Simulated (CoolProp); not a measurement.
Vapour-liquid equilibrium of R227EA (1) + isobutene (2) at 547 kPa; x and y are mole fractions of (1).

Values from CoolProp's multi-fluid Helmholtz-energy mixture model, Lemmon 2016 and Lemmon 2005; pair parameters Bell 2016.

```json
[
 {"x": "0.05", "bubble temperature (K)": "314.2", "y at the bubble point": "0.144", "dew temperature at overall composition x (K)": "317.3", "liquid density (mol/L)": "9.933"},
 {"x": "0.125", "bubble temperature (K)": "309.5", "y at the bubble point": "0.285", "dew temperature at overall composition x (K)": "314.8", "liquid density (mol/L)": "9.784"},
 {"x": "0.2", "bubble temperature (K)": "306.6", "y at the bubble point": "0.375", "dew temperature at overall composition x (K)": "312.4", "liquid density (mol/L)": "9.609"},
 {"x": "0.275", "bubble temperature (K)": "304.7", "y at the bubble point": "…", "dew temperature at overall composition x (K)": "309.9", "liquid density (mol/L)": "9.427"},
 {"x": "0.35", "bubble temperature (K)": "303.5", "y at the bubble point": "0.489", "dew temperature at overall composition x (K)": "…", "liquid density (mol/L)": "9.246"},
 {"x": "0.425", "bubble temperature (K)": "302.6", "y at the bubble point": "0.532", "dew temperature at overall composition x (K)": "305.1", "liquid density (mol/L)": "9.072"},
 {"x": "0.5", "bubble temperature (K)": "302.0", "y at the bubble point": "0.572", "dew temperature at overall composition x (K)": "303.2", "liquid density (mol/L)": "8.908"},
 {"x": "0.575", "bubble temperature (K)": "301.6", "y at the bubble point": "…", "dew temperature at overall composition x (K)": "302.0", "liquid density (mol/L)": "8.753"},
 {"x": "0.65", "bubble temperature (K)": "301.4", "y at the bubble point": "0.659", "dew temperature at overall composition x (K)": "301.4", "liquid density (mol/L)": "8.609"},
 {"x": "0.725", "bubble temperature (K)": "301.4", "y at the bubble point": "0.710", "dew temperature at overall composition x (K)": "301.5", "liquid density (mol/L)": "8.472"},
 {"x": "0.8", "bubble temperature (K)": "301.8", "y at the bubble point": "0.770", "dew temperature at overall composition x (K)": "302.0", "liquid density (mol/L)": "8.342"},
 {"x": "0.875", "bubble temperature (K)": "302.4", "y at the bubble point": "0.842", "dew temperature at overall composition x (K)": "302.7", "liquid density (mol/L)": "8.215"},
 {"x": "0.95", "bubble temperature (K)": "303.4", "y at the bubble point": "…", "dew temperature at overall composition x (K)": "303.7", "liquid density (mol/L)": "8.090"}
]
```

### Question
Complete the blanks.

### Answer

- 0.275, y at the bubble point: 0.439
- 0.35, dew temperature at overall composition x (K): 307.4
- 0.575, y at the bubble point: 0.614
- 0.95, y at the bubble point: 0.930

y crosses x between x = 0.65 and 0.725: the model has an azeotrope there.

The pair parameters rest on a limited set of measurements; away from them the model extrapolates.
